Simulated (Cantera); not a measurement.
Feed: 1 mol Fe, 0.13 mol HCl, a varied amount of H₂, at 1175 K and 3400 Pa.

Method: chemical equilibrium by Gibbs-energy minimisation in Cantera with the NASA 1993 tables (ideal gas, pure condensed phases). Candidate condensed phases: Fe, FeCl₂, FeCl₃; 11 gas species. Rates play no part.

log p: log10 of the partial pressure in bar; n: condensed amount in mol.

```csv
n(H₂) (mol),log p H₂,log p HCl,log p FeCl₂,log p Fe₂Cl₄,log p FeCl₃,log p H,log p Cl,n Fe(α)
0.056,-1.82,-1.85,-2.33,…,-6.20,-7.82,-7.90,0.974
0.085,-1.77,-1.88,-2.44,…,-6.37,-7.80,-7.96,0.977
0.13,-1.71,-1.92,-2.60,…,-6.61,-7.77,-8.04,0.981
0.2,-1.65,-1.99,-2.79,…,-6.90,-7.74,-8.14,0.984
0.31,-1.60,-2.09,-3.03,…,-7.25,-7.71,-8.26,0.988
0.48,-1.56,-2.20,-3.30,…,-7.66,-7.69,-8.39,0.991
0.73,-1.54,-2.33,-3.59,…,-8.10,-7.68,-8.54,0.994
1.1,-1.52,-2.48,-3.90,…,-8.55,-7.67,-8.69,0.995
1.7,-1.50,-2.64,-4.24,…,-9.06,-7.66,-8.86,0.997
2.7,-1.49,-2.82,-4.61,…,-9.63,-7.66,-9.05,0.998
4.1,-1.48,-2.99,-4.96,…,-10.15,-7.65,-9.22,0.999
```

**Question.** Some entries are withheld; supply them.

**Answer.** 
- 0.056, log p Fe₂Cl₄: -4.70
- 0.085, log p Fe₂Cl₄: -4.94
- 0.13, log p Fe₂Cl₄: -5.24
- 0.2, log p Fe₂Cl₄: -5.63
- 0.31, log p Fe₂Cl₄: -6.11
- 0.48, log p Fe₂Cl₄: -6.66
- 0.73, log p Fe₂Cl₄: -7.23
- 1.1, log p Fe₂Cl₄: -7.84
- 1.7, log p Fe₂Cl₄: -8.52
- 2.7, log p Fe₂Cl₄: -9.27
- 4.1, log p Fe₂Cl₄: -9.97
